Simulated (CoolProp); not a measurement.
Dodecamethylcyclohexasiloxane (D6) along the isotherm 620 K: fugacity coefficient from the reference equation and from simpler models built on Tc = 645.8 K, pc = 961.4 kPa, ω = 0.736; each cubic takes its own stable root.

The numbers come from the reference Helmholtz-energy equation of state, Colonna 2008 in CoolProp. It is a short technical equation, of lower accuracy than the large ones.

```
p (kPa)   phase  reference
-------  ------  ---------
30.4        gas     0.9848
44.6        gas     0.9778
65.5        gas     0.9675
96.1        gas     0.9526
141         gas     0.9309
207         gas     0.8995
304         gas     0.8544
446         gas     0.7902
961      liquid     0.4993
1410     liquid     0.3661
2070     liquid     0.2764
3040     liquid     0.2176
4460     liquid     0.1817
6550     liquid     0.1647
9610     liquid     0.1673
```

Task: How far does each simpler model (van der Waals, Redlich-Kwong, Peng-Robinson) lie from the reference over these 15 states: mean and median of the absolute difference, and the worst?

Result: 
- van der Waals: mean 26.9 %, median 7.4 %, worst +104.7 % at 620 K and 9610 kPa
- Redlich-Kwong: mean 11.0 %, median 4.6 %, worst +27.6 % at 620 K and 9610 kPa
- Peng-Robinson: mean 1.5 %, median 1.1 %, worst -4.2 % at 620 K and 9610 kPa
